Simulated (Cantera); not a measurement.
An adiabatic, constant-pressure homogeneous reactor starts with CH3OH : O2 : N2 = 1 : 0.652 : 2.45 (molar parts), at 1800 K and 19500 Torr. Integrator tolerance rtol = 1e-08.

Cantera simulation using GRI-Mech 3.0 (53 species, 325 reactions); the numbers are that mechanism's predictions, not measurements. GRI-Mech 3.0 was tuned for natural gas; its chemistry of methanol as a main component is partial and can be far from experiment. The pressure lies above the range GRI-Mech 3.0 was tuned for (to about 10 atm).

Question: What does this change do: initial temperature 1800 to 1000 K?

Answer: 
```csv
quantity,before,after
time of steepest temperature rise,1.11 µs,38.6 ms
temperature at 1.00 s,2786 K,2089 K
equilibrium temperature,2786 K,2089 K
x(CH3OH) at 1.00 s,2.49e-11 (gas-phase equilibrium 2.57e-11),1.09e-10 (gas-phase equilibrium 1.11e-10)
x(O2) at 1.00 s,2.93e-5 (gas-phase equilibrium 2.93e-5),1.79e-8 (gas-phase equilibrium 1.79e-8)
x(CO2) at 1.00 s,0.0294 (gas-phase equilibrium 0.0294),0.0368 (gas-phase equilibrium 0.0368)
x(C2H2) at 1.00 s,6.59e-12 (gas-phase equilibrium 7.25e-12),1.33e-11 (gas-phase equilibrium 1.45e-11)
x(H2O) at 1.00 s,0.206 (gas-phase equilibrium 0.206),0.202 (gas-phase equilibrium 0.202)
x(HCN) at 1.00 s,1.63e-6 (gas-phase equilibrium 1.63e-6),1.72e-6 (gas-phase equilibrium 1.83e-6)
```

Question: What does this change do: constant volume in place of constant pressure?

Answer: 
```csv
quantity,before,after
time of steepest temperature rise,1.11 µs,0.940 µs
temperature at 1.00 s,2786 K,3084 K
equilibrium temperature,2786 K,3084 K
x(CH3OH) at 1.00 s,2.49e-11 (gas-phase equilibrium 2.57e-11),8.71e-11 (gas-phase equilibrium 9.02e-11)
x(O2) at 1.00 s,2.93e-5 (gas-phase equilibrium 2.93e-5),0.000105 (gas-phase equilibrium 0.000105)
x(CO2) at 1.00 s,0.0294 (gas-phase equilibrium 0.0294),0.0273 (gas-phase equilibrium 0.0273)
x(C2H2) at 1.00 s,6.59e-12 (gas-phase equilibrium 7.25e-12),3.02e-11 (gas-phase equilibrium 3.30e-11)
x(H2O) at 1.00 s,0.206 (gas-phase equilibrium 0.206),0.204 (gas-phase equilibrium 0.204)
x(HCN) at 1.00 s,1.63e-6 (gas-phase equilibrium 1.63e-6),3.71e-6 (gas-phase equilibrium 3.71e-6)
```
Above 3000 K some thermodynamic fits are extrapolated.
